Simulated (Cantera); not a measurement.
Feed: 1 mol Fe₃O₄, 0.6 mol H₂O, 0.015 mol O₂, at 925 K and 1 atm.

Cantera equilibrium calculation (NASA polynomials, part measured and part estimated; ideal gas, pure solids and liquids). Candidate condensed phases: Fe, FeO, Fe(OH)₂, Fe(OH)₃, Fe₂O₃, Fe₃O₄, H₂O; 12 gas species. The numbers say what is thermodynamically allowed, not how fast it happens.

Base state: H₂O 1.000, H₂ 1.44e-5 (mole fractions); condensed: Fe₂O₃(s) + Fe₃O₄(s).

What changes in the equilibrium state with this change: Fe₃O₄ replaced by Si?


```json
[
 {"species": "H₂", "before": "1.44e-5", "after": "1.00"},
 {"species": "H₂O", "before": "1.000", "after": "<1e-9"},
 {"species": "Fe₂O₃(s), mol", "before": "0.0900", "after": "0"},
 {"species": "Fe₃O₄(s), mol", "before": "0.940", "after": "0"},
 {"species": "Si(s), mol", "before": "0", "after": "0.685"},
 {"species": "SiO₂(β-quartz), mol", "before": "0", "after": "0.315"}
]
```
Further candidate phases: Si, SiO₂.
